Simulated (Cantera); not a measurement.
Feed: 1 mol CH4, 0.3 mol CO2, 2.6 mol H2, equilibrated at 1000 Pa.

These are equilibrium values from Cantera (NASA tables, ideal gas, pure condensed phases), not measurements of a reactor. Candidate condensed phases: C, C6H6, C7H8, C8H18, H2O; 110 gas species. Kinetics and transport are ignored. All values below are at 1000 °C.

Base state: H2 0.885, CO 0.115, CH4 7.35e-5, H2O 1.21e-5 (mole fractions); condensed: C(graphite).

Question: What changes in the equilibrium state with this change: CH4 replaced by toluene?

Answer: 
| species | before | after |
|---|---|---|
| H2 | 0.885 | 0.917 |
| CO | 0.115 | 0.0833 |
| CH4 | 7.35e-5 | 7.89e-5 |
| H2O | 1.21e-5 | 9.09e-6 |
| C(graphite), mol | 0.700 | 6.70 |
